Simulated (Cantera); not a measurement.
Input: 1 mol BCl3, 20 mol NH3, 7.7 mol H2, equilibrated at 2127 °C and 1.00 bar.

Equilibrium computed with Cantera from the NASA thermochemical tables; the gas is ideal and each condensed phase is pure. Candidate condensed phases: B, BN, NH4Cl; 21 gas species. The tables' values for BCl, BH2, BCl2 are old estimates; treat these amounts as uncertain. Gases not in the tables: B2H6 and higher boranes. Kinetics and transport are ignored.

Base state: H2 0.730, N2 0.195, HCl 0.0557, H 0.0136, BCl 0.00408, Cl 0.000740, BH2 0.000674, BCl2 0.000151 (mole fractions); condensed: BN(s).

What changes in the equilibrium state with this change: BCl3 replaced by B?


| species | before | after |
|---|---|---|
| H2 | 0.730 | 0.785 |
| N2 | 0.195 | 0.200 |
| H | 0.0136 | 0.0141 |
| HCl | 0.0557 | 0 |
| BH2 | 0.000674 | 0.000717 |
| BCl | 0.00408 | 0 |
| Cl | 0.000740 | 0 |
| BCl2 | 0.000151 | 0 |
| BN(s), mol | 0.756 | 0.964 |
The tables' values for BH2 are old estimates; treat these amounts as uncertain.

What changes in the equilibrium state with this change: temperature from 2127 °C to 1977 °C?


```tsv
species	before	after
H2	0.730	0.737
N2	0.195	0.195
HCl	0.0557	0.0599
H	0.0136	0.00638
BCl	0.00408	0.000909
BH2	0.000674	0.000159
BH3	1.54e-5	5.18e-6
BCl2	0.000151	5.42e-5
Cl	0.000740	0.000375
BN(s), mol	0.756	0.945
```
